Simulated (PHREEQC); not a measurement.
Solution (25 °C): 0.0016 mol/kgw MnSO4, 0.00012 mol/kgw CuCl2, 0.0018 mol/kgw HCl and 0.022 mol/kgw Na2SO4. It is in equilibrium with CO2 at log p = -1 (atm). Otherwise closed; pH follows from the charge balance.

All values are PHREEQC results (ion-association model, wateq4f.dat), not measurements.

Each row changes one thing in this solution. This is a speciation only: nothing precipitates in the calculation.

| case | pH | ionic strength (mol/kgw) | NaSO4- (mol/kgw) | HSO4- (mol/kgw) | HCO3- (mol/kgw) | CuCl+ (mol/kgw) | SI of Mirabilite (Na2SO4:10H2O) | SI of Chalcanthite (CuSO4:5H2O) |
|---|---|---|---|---|---|---|---|---|
| as made | 3.09 | 0.0665 | 0.00181 | 0.000842 | 2.30e-6 | 1.65e-7 | -3.89 | -3.95 |
| HCl from 0.0018 to 0.00198 mol/kgw | 3.05 | 0.0665 | 0.00180 | 0.000924 | 2.09e-6 | 1.80e-7 | -3.89 | -3.95 |
| temperature from 25 to 55 °C | [?] | 0.0649 | 0.00199 | 0.00113 | 2.04e-6 | 5.80e-7 | -5.21 | -4.11 |
| HCl left out | 4.53 | 0.0662 | 0.00187 | [?] | 6.28e-5 | 1.90e-8 | -3.88 | -3.94 |
| temperature from 25 to 80 °C | 3.44 | 0.0638 | 0.00210 | 0.00137 | 2.02e-6 | 1.40e-6 | -6.14 | -4.23 |
| HCl replaced by (CH3)4NCl at the same molality | 4.53 | [?] | 0.00186 | 3.19e-5 | 6.28e-5 | 1.61e-7 | -3.88 | -3.95 |
| temperature from 25 to 20 °C | 3.07 | 0.0668 | 0.00177 | 0.000799 | 2.36e-6 | 1.30e-7 | -3.65 | -3.92 |
| temperature from 25 to 60 °C | 3.29 | 0.0646 | 0.00201 | 0.00118 | 2.02e-6 | 7.00e-7 | -5.41 | -4.13 |
| MnSO4 left out | 3.08 | 0.0628 | 0.00176 | 0.000829 | 2.26e-6 | 1.69e-7 | -3.90 | -3.95 |

Question: Complete the blanks.

Answer: 
- temperature from 25 to 55 °C, pH: 3.25
- HCl left out, HSO4- (mol/kgw): 3.20e-5
- HCl replaced by (CH3)4NCl at the same molality, ionic strength (mol/kgw): 0.0680

(CH3)4N+ isn't in the database: it is added as a free cation with an ion size of 4 Å. Constants without temperature data keep their 25 °C values here.
